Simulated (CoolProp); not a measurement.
Saturation properties of R1336mzz(Z) (Tc = 444.5 K, pc = 2.904 MPa, ω = 0.386).

The numbers come from the reference Helmholtz-energy equation of state, McLinden 2020 in CoolProp.

| T (K) | p (MPa) | liquid density (kg/m³) | vapour density (kg/m³) | enthalpy of vaporisation (kJ/kg) | liquid cp (kJ/(kg K)) |
|---|---|---|---|---|---|
| 241.3 | 0.004100 | 1504 | 0.3370 | 192.8 | 1.102 |
| 249.8 | 0.007000 | 1484 | 0.5572 | 189.2 | 1.120 |
| 258.2 | 0.01139 | 1464 | 0.8799 | 185.8 | 1.138 |
| 266.6 | 0.01785 | 1444 | 1.341 | 182.2 | 1.156 |
| 275.1 | 0.02718 | 1423 | 1.991 | 178.6 | 1.173 |
| 283.5 | 0.03997 | 1402 | 2.860 | 175.0 | 1.191 |
| 291.9 | 0.05722 | 1381 | 4.009 | 171.3 | 1.208 |
| 300.4 | 0.08028 | 1359 | 5.518 | 167.4 | 1.225 |
| 308.8 | 0.1097 | 1337 | 7.421 | 163.5 | 1.243 |
| 317.2 | 0.1471 | 1314 | 9.812 | 159.5 | 1.261 |
| 325.7 | 0.1943 | 1290 | 12.82 | 155.2 | 1.279 |
| 334.1 | 0.2517 | 1266 | 16.47 | 150.8 | 1.298 |
| 342.5 | 0.3214 | 1240 | 20.92 | 146.2 | 1.319 |
| 351 | 0.4060 | 1214 | 26.38 | 141.3 | 1.340 |
| 359.4 | 0.5053 | 1187 | 32.89 | 136.2 | 1.364 |

It boils at 306.6 K under 1 atm.
